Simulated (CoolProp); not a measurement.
A single-stage vapour-compression cycle with chloromethane (R40): evaporating at 250.15 K (dew point), condensing at 317.15 K (bubble point), superheat 0 K, subcooling 8 K, compressor efficiency 0.8, no pressure losses. Each further row changes one setting.

The numbers come from the reference Helmholtz-energy equation of state, Thol 2014 in CoolProp.

| case | cooling COP | pressure ratio | discharge temperature (K) | refrigerating effect (kJ/kg) | volumetric capacity (kJ/m³) |
|---|---|---|---|---|---|
| as stated | 2.41 | 9.16 | 417.9 | 332 | 885 |
| evaporating temperature 255.15 K | 2.71 | 7.42 | [?] | 335 | 1090 |
| condensing temperature 312.15 K | 2.66 | 8.05 | [?] | 341 | 907 |
| subcooling 13 K | 2.47 | 9.16 | 417.9 | 340 | 907 |
| superheat 10 K | [?] | 9.16 | 431.3 | 341 | 867 |
| compressor efficiency 0.7 | [?] | 9.16 | 436.4 | 332 | 885 |

### Question
Complete the blanks.

### Answer

- evaporating temperature 255.15 K, discharge temperature (K): 406.9
- condensing temperature 312.15 K, discharge temperature (K): 407.1
- superheat 10 K, cooling COP: 2.37
- compressor efficiency 0.7, cooling COP: 2.11
